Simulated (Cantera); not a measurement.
# Low-pressure radical oxidation in H2/O2

An isothermal, constant-pressure homogeneous reactor starts with 0.744 % H₂, 99.3 % O₂, equivalence ratio 0.0037, at 900 K and 0.0132 atm.

Computed with Cantera and GRI-Mech 3.0 (53 species, 325 reactions). Radical loss at walls, strong at low pressure, is not modelled. Below about 950 K walls govern HO2 and H2O2 in real vessels.

```json
[
 {"t (s)": "0.000200", "x H₂": "0.00744", "x O₂": "0.993", "x OH": "<1e-12", "x HO₂": "<1e-12", "x H": "<1e-12", "x H₂O": "<1e-12", "x O": "<1e-12"},
 {"t (s)": "0.000702", "x H₂": "0.00744", "x O₂": "0.993", "x OH": "1.32e-12", "x HO₂": "2.47e-12", "x H": "1.14e-12", "x H₂O": "<1e-12", "x O": "1.65e-12"},
 {"t (s)": "0.00247", "x H₂": "0.00744", "x O₂": "0.993", "x OH": "7.87e-12", "x HO₂": "9.06e-12", "x H": "3.55e-12", "x H₂O": "9.57e-12", "x O": "1.38e-11"},
 {"t (s)": "0.00866", "x H₂": "0.00744", "x O₂": "0.993", "x OH": "1.69e-10", "x HO₂": "4.91e-11", "x H": "6.36e-11", "x H₂O": "4.28e-10", "x O": "3.75e-10"},
 {"t (s)": "0.0304", "x H₂": "0.00744", "x O₂": "0.993", "x OH": "2.59e-6", "x HO₂": "2.98e-7", "x H": "9.71e-7", "x H₂O": "7.12e-6", "x O": "5.82e-6"},
 {"t (s)": "0.107", "x H₂": "0.000107", "x O₂": "0.992", "x OH": "0.000116", "x HO₂": "2.21e-6", "x H": "6.73e-5", "x H₂O": "0.00727", "x O": "0.000934"},
 {"t (s)": "0.375", "x H₂": "5.60e-6", "x O₂": "0.992", "x OH": "2.60e-5", "x HO₂": "5.59e-7", "x H": "2.12e-6", "x H₂O": "0.00745", "x O": "0.000133"},
 {"t (s)": "1.32", "x H₂": "5.38e-7", "x O₂": "0.993", "x OH": "8.50e-6", "x HO₂": "1.47e-7", "x H": "7.73e-8", "x H₂O": "0.00747", "x O": "1.48e-5"},
 {"t (s)": "4.62", "x H₂": "5.08e-8", "x O₂": "0.993", "x OH": "2.85e-6", "x HO₂": "2.83e-8", "x H": "2.74e-9", "x H₂O": "0.00747", "x O": "1.57e-6"},
 {"t (s)": "16.2", "x H₂": "3.76e-9", "x O₂": "0.993", "x OH": "1.06e-6", "x HO₂": "4.99e-9", "x H": "1.37e-10", "x H₂O": "0.00747", "x O": "2.11e-7"},
 {"t (s)": "57.0", "x H₂": "2.84e-10", "x O₂": "0.993", "x OH": "4.50e-7", "x HO₂": "1.00e-9", "x H": "1.05e-11", "x H₂O": "0.00747", "x O": "3.82e-8"},
 {"t (s)": "200", "x H₂": "4.45e-11", "x O₂": "0.993", "x OH": "2.11e-7", "x HO₂": "2.36e-10", "x H": "1.10e-12", "x H₂O": "0.00747", "x O": "8.48e-9"}
]
```
x: mole fraction; the columns are a selection and need not sum to one.

Equilibrium at this temperature and pressure: H₂ <1e-12, O₂ 0.993, OH 1.56e-8, HO₂ 4.69e-11, H <1e-12, H₂O 0.00747, O 4.68e-11 (gas phase only).
